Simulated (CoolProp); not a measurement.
Vapour-liquid equilibrium of benzene (1) + m-xylene (2) at 756 kPa; x and y are mole fractions of (1).

Computed with CoolProp (multi-fluid Helmholtz-energy mixture model, Thol 2012 and Zhou 2012; pair parameters Bell 2016).

```json
[
 {"x": "0.05", "bubble temperature, mixture model (K)": "(withheld)", "bubble temperature, Raoult's law (K)": "500.8", "y, mixture model": "0.118", "y, Raoult's law": "0.145"},
 {"x": "0.15", "bubble temperature, mixture model (K)": "(withheld)", "bubble temperature, Raoult's law (K)": "489.8", "y, mixture model": "0.317", "y, Raoult's law": "0.370"},
 {"x": "0.25", "bubble temperature, mixture model (K)": "(withheld)", "bubble temperature, Raoult's law (K)": "480.4", "y, mixture model": "(withheld)", "y, Raoult's law": "0.533"},
 {"x": "0.35", "bubble temperature, mixture model (K)": "(withheld)", "bubble temperature, Raoult's law (K)": "472.1", "y, mixture model": "0.601", "y, Raoult's law": "0.655"},
 {"x": "0.45", "bubble temperature, mixture model (K)": "467.0", "bubble temperature, Raoult's law (K)": "464.9", "y, mixture model": "0.702", "y, Raoult's law": "0.748"},
 {"x": "0.55", "bubble temperature, mixture model (K)": "460.3", "bubble temperature, Raoult's law (K)": "458.4", "y, mixture model": "(withheld)", "y, Raoult's law": "0.819"},
 {"x": "0.65", "bubble temperature, mixture model (K)": "454.1", "bubble temperature, Raoult's law (K)": "452.7", "y, mixture model": "0.849", "y, Raoult's law": "0.876"},
 {"x": "0.75", "bubble temperature, mixture model (K)": "(withheld)", "bubble temperature, Raoult's law (K)": "447.5", "y, mixture model": "0.903", "y, Raoult's law": "0.921"},
 {"x": "0.85", "bubble temperature, mixture model (K)": "(withheld)", "bubble temperature, Raoult's law (K)": "442.7", "y, mixture model": "0.948", "y, Raoult's law": "0.957"},
 {"x": "0.95", "bubble temperature, mixture model (K)": "438.6", "bubble temperature, Raoult's law (K)": "438.4", "y, mixture model": "0.984", "y, Raoult's law": "0.987"}
]
```

Complete the blanks.


- 0.05, bubble temperature, mixture model (K): 501.5
- 0.15, bubble temperature, mixture model (K): 491.5
- 0.25, bubble temperature, mixture model (K): 482.5
- 0.25, y, mixture model: 0.475
- 0.35, bubble temperature, mixture model (K): 474.4
- 0.55, y, mixture model: 0.783
- 0.75, bubble temperature, mixture model (K): 448.5
- 0.85, bubble temperature, mixture model (K): 443.4

The largest gap from Raoult's law is +2.3 K in bubble temperature, at x = 0.35. No azeotrope shows between x = 0.05 and 0.95.

Pair parameters are fitted to limited data, so mixtures are less certain than the pure fluids.
